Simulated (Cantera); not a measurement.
A perfectly stirred reactor is fed with 7.83 % H₂, 88.0 % O₂, 4.14 % H₂O, equivalence ratio 0.044, at 17.3 Torr; it is held at 1173 K, and followed from long to short residence time.

Model: GRI-Mech 3.0 (53 species, 325 reactions), integrated in Cantera. Radical loss at walls, strong at low pressure, is not modelled. The temperature is held fixed by assumption; the heat of reaction is taken as removed at once.

x: mole fraction; the columns are a selection and need not sum to one.

| τ (s) | x H₂ | x O₂ | x H | x OH | x HO₂ | x H₂O |
|---|---|---|---|---|---|---|
| 8.2 | 5.74e-5 | 0.875 | 1.06e-5 | 0.000462 | 1.31e-6 | 0.124 |
| 1.7 | 0.000156 | 0.874 | 5.10e-5 | 0.000783 | 2.74e-6 | 0.124 |
| 0.35 | 0.000415 | 0.873 | 0.000243 | 0.00133 | 5.03e-6 | 0.123 |
| 0.073 | [?] | 0.869 | [?] | [?] | [?] | 0.121 |
| 0.015 | 0.00267 | 0.860 | 0.00427 | 0.00365 | 1.05e-5 | 0.116 |
| 0.0031 | [?] | 0.847 | [?] | [?] | 1.19e-5 | [?] |
| 0.00064 | 0.0181 | 0.844 | 0.0167 | 0.00701 | 1.18e-5 | 0.0903 |
| 0.00013 | 0.0544 | 0.865 | 0.00770 | 0.00471 | 9.55e-6 | 0.0592 |

**Question.** Complete the blanks.

**Answer.** 
- 0.073, x H₂: 0.00106
- 0.073, x H: 0.00109
- 0.073, x OH: 0.00223
- 0.073, x HO₂: 7.88e-6
- 0.0031, x H₂: 0.00660
- 0.0031, x H: 0.0115
- 0.0031, x OH: 0.00544
- 0.0031, x H₂O: 0.106
